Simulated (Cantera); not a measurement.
**Stirred combustor or abatement burner**

A perfectly stirred reactor is fed with CH3OH : O2 : N2 = 1 : 1.36 : 10.4 (molar parts), at 1.00 bar; it is adiabatic with a 348 K inlet, and is followed from long to short residence time, starting on the burning branch (τ in s: 0.13, 0.067, 0.035, 0.018, 0.0093, 0.0048, 0.0025, 0.0013, 0.00067, 0.00035, 0.00018, 9.3e-05).

Cantera simulation using GRI-Mech 3.0 (53 species, 325 reactions); the numbers are that mechanism's predictions, not measurements. GRI-Mech 3.0 was tuned for natural gas; its chemistry of methanol as a main component is partial and can be far from experiment.

```
τ (s)    T (K)   x CH3OH      x O2    x HCN       x H    x HO2    x N2O     x C2H
-------  -----  --------  --------  -------  --------  -------  -------  --------
0.13      1617   2.41e-6  0.000453  7.64e-8  0.000897  2.75e-7  1.55e-8    <1e-12
0.067     1611   3.61e-6  0.000708  1.20e-7   0.00118  4.36e-7  1.94e-8    <1e-12
0.035     1602   5.45e-6   0.00107  1.82e-7   0.00152  6.68e-7  2.35e-8    <1e-12
0.018     1590   8.48e-6   0.00157  2.72e-7   0.00195  1.02e-6  2.77e-8  1.99e-12
0.0093    1576   1.35e-5   0.00223  3.95e-7   0.00245  1.52e-6  3.18e-8  5.28e-12
0.0048    1558   2.24e-5   0.00311  5.57e-7   0.00298  2.32e-6  3.57e-8  1.40e-11
0.0025    1536   3.91e-5   0.00433  7.48e-7   0.00342  3.69e-6  3.95e-8  3.55e-11
0.0013    1506   7.61e-5   0.00631  9.26e-7   0.00356  6.84e-6  4.38e-8  7.94e-11
0.00067   1422  0.000279    0.0130  6.26e-7   0.00212  3.13e-5  5.02e-8  7.37e-11
0.00035    348    0.0784     0.107   <1e-12    <1e-12   <1e-12   <1e-12    <1e-12
0.00018    348    0.0784     0.107   <1e-12    <1e-12   <1e-12   <1e-12    <1e-12
9.3e-5     348    0.0784     0.107   <1e-12    <1e-12   <1e-12   <1e-12    <1e-12
```
x: mole fraction; the columns are a selection and need not sum to one.
